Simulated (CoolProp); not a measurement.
Values from CoolProp's reference Helmholtz-energy equation of state, Zhou 2016.

**Question.** For R245ca, give the phase and the cp (kJ/(kg K)), cv (kJ/(kg K)), isothermal compressibility (1/MPa), expansivity (1/kK) at 379.4 K and 3690 kPa; 403 K and 3690 kPa; 426.5 K and 3690 kPa.

**Answer.** 
- 379.4 K and 3690 kPa: liquid; cp 1.54, cv 1.10, isothermal compressibility 0.00616, expansivity 2.90
- 403 K and 3690 kPa: liquid; cp 1.65, cv 1.13, isothermal compressibility 0.0113, expansivity 3.96
- 426.5 K and 3690 kPa: liquid; cp 1.92, cv 1.18, isothermal compressibility 0.0316, expansivity 7.26
